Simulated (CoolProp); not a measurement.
Values from CoolProp's reference Helmholtz-energy equation of state, Gao 2020.

Question: For ammonia, give the phase and the cp (kJ/(kg K)), viscosity (µPa s) at 141.35 °C and 3.16 bar.

Answer: 
- 141.35 °C and 3.16 bar: gas; cp 2.34, viscosity 14.5

Viscosity comes from a separate model (Fenghour 1995).
